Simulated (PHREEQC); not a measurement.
Hard or scaling water: an equilibrium model

Make-up at 25 °C: 0.17 mol CaCl2 and 1.1e-06 mol H4SiO4 per kg of water. Closed to the air; pH follows from the charge balance.

Model: ion-association model, phreeqc.dat, run in PHREEQC.

No solid was allowed to form.

Task: Estimate the pH, activity of water.

Result: pH 6.85; activity of water 0.991.
